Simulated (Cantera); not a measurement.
Feed: 1 mol FeS, 100 mol H2, 2.2 mol N2, equilibrated at 13300 Pa.

These are equilibrium values from Cantera (NASA tables, ideal gas, pure condensed phases), not measurements of a reactor. Candidate condensed phases: Fe, FeS, FeS2, S; 16 gas species. Metal and sulfide melt together well below either melting point, which pure phases cannot show. Mutual solubility and eutectic melting of coexisting phases are not modelled. FeS: taken at fixed stoichiometry. The numbers say what is thermodynamically allowed, not how fast it happens. All values below are at 1323 K.

Base state: H2 0.971, N2 0.0215, H2S 0.00767, SH 1.62e-5 (mole fractions); condensed: Fe(γ) + FeS(s).

Problem. What changes in the equilibrium state with this change: FeS replaced by Fe3O4?

Solution. 
```csv
species,before,after
H2,0.971,0.939
H2O,0,0.0391
N2,0.0215,0.0215
H2S,0.00767,0
SH,1.62e-5,0
"Fe(γ), mol",0.787,3.00
"FeS(s), mol",0.213,0
```
Further candidate phases: FeO, Fe(OH)2, Fe(OH)3, Fe2O3, Fe3O4, H2O.
